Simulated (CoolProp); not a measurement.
Dimethyl carbonate along the isobar 6.96 MPa: density (kg/m³) from the reference equation and from simpler models built on Tc = 557.0 K, pc = 4.909 MPa, ω = 0.346; each cubic takes its own stable root.

Values from CoolProp's reference Helmholtz-energy equation of state, Zhou 2011.

```csv
T (K),phase,reference
320.5,liquid,1041
346.7,liquid,1006
372.9,liquid,970.8
399.1,liquid,934.0
425.2,liquid,895.4
451.4,liquid,854.1
477.6,liquid,808.8
503.8,liquid,757.3
530,liquid,693.7
556.2,liquid,598.8
582.4,supercritical,386.5
```

Task: How far does each simpler model (van der Waals, Redlich-Kwong, Soave-Redlich-Kwong, Peng-Robinson) lie from the reference over these 11 states: mean and median of the absolute difference, and the worst?

Result: 
- van der Waals: mean 35.7 %, median 38.8 %, worst -41.0 % at 320.5 K and 6.96 MPa
- Redlich-Kwong: mean 14.5 %, median 14.7 %, worst -18.5 % at 530 K and 6.96 MPa
- Soave-Redlich-Kwong: mean 12.3 %, median 10.9 %, worst -18.3 % at 556.2 K and 6.96 MPa
- Peng-Robinson: mean 2.7 %, median 1.3 %, worst -9.4 % at 556.2 K and 6.96 MPa
